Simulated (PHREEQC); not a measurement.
Dissolve 0.0016 mol/kgw H2SO4, 3.1e-05 mol/kgw Al(NO3)3 and 0.0078 mol/kgw H3BO3 at 25 °C. Closed to the air; pH follows from the charge balance.

All values are PHREEQC results (ion-association model, phreeqc.dat), not measurements.

Task: The ionic strength comes out as 0.00430 mol/kgw. What activity coefficients do SO4-2, Al+3, HSO4-, AlSO4+, H+ get?

Result: SO4-2 0.76, Al+3 0.56, HSO4- 0.93, AlSO4+ 0.93, H+ 0.94.

This is a speciation only: nothing precipitates in the calculation.
